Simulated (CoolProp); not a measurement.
The numbers come from the reference Helmholtz-energy equation of state, Lemmon 2006 in CoolProp. It is a short technical equation, of lower accuracy than the large ones.

Task: For acetone, give the phase and the density (kg/m³), cp (kJ/(kg K)), Joule-Thomson coefficient (K/MPa), isothermal compressibility (1/MPa) at 432.9 K and 91.4 bar; 476.9 K and 91.4 bar; 509.8 K and 91.4 bar.

Result: 
- 432.9 K and 91.4 bar: liquid; density 632, cp 2.57, Joule-Thomson coefficient -0.00349, isothermal compressibility 0.00486
- 476.9 K and 91.4 bar: liquid; density 560, cp 2.83, Joule-Thomson coefficient 0.358, isothermal compressibility 0.0103
- 509.8 K and 91.4 bar: supercritical; density 491, cp 3.16, Joule-Thomson coefficient 0.999, isothermal compressibility 0.0228
